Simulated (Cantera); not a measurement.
A closed system holds: 1 mol SiCl₄, 1.4 mol N₂, 66 mol H₂.

Method: chemical equilibrium by Gibbs-energy minimisation in Cantera with the NASA 1993 tables (ideal gas, pure condensed phases). Candidate condensed phases: NH₄Cl, Si, Si₃N₄; 28 gas species. N₂ is the only nitrogen source here; it is nearly inert below about 1500 K, so the nitride shown seldom forms there in practice. Mutual solubility and eutectic melting of coexisting phases are not modelled. The tables' values for SiCl₃ are old estimates. Kinetics and transport are ignored.

Stable condensed phases, one row left out:

```
T in K \ P in Pa
              5     21     85    350   1400   5900  24000 100000
   1423       A      A      B      B      B      B      B      B
   1323       C      B      B      B      B      B      B      B
   1273       B      B      B      B      B      B      B      B
   1223       B      B      B      B      B      B      B      B
   1173       B      B      B      B      B      B      B      B
   1123       B      B      B      B      B      B      B      B
   1073       B      B      B      B      B      B      B      B
   1023       B      B      B      B      B      B      B      B
    973       B      B      B      B      B      B      B      B
    923       B      B      B      B      B      B      B      B
```

A: Si; B: Si₃N₄; C: Si + Si₃N₄.

Problem. Give the row for 1373 K.

Solution. 5: Si; 21: Si₃N₄; 85: Si₃N₄; 350: Si₃N₄; 1400: Si₃N₄; 5900: Si₃N₄; 24000: Si₃N₄; 100000: Si₃N₄.
